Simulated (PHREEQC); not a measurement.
## Acid rinse or clean: speciation

Dissolve 16 mmol/kgw HCl and 0.425 mmol/kgw CuCl2 at 20 °C. Closed to the air; pH follows from the charge balance.

Model: ion-association model, phreeqc.dat, run in PHREEQC.

* **pH**: 1.84
* **ionic strength**: 0.0173 mol/kgw
* **specific conductance**: 5630 µS/cm
* **total alkalinity**: -16.0 meq/kg

| species | molality | activity | log γ |
|---|---|---|---|
| Cl- | 0.0168 | 0.0148 | -0.057 |
| H+ | 0.0160 | 0.0143 | -0.048 |
| Cu+2 | 0.000416 | 0.000256 | -0.211 |
| CuCl+ | 9.03e-6 | 7.92e-6 | -0.057 |
| CuCl2 | 5.92e-8 | 5.94e-8 | 0.002 |

No solid was allowed to form. Complexes and solids missing from the database can't appear.
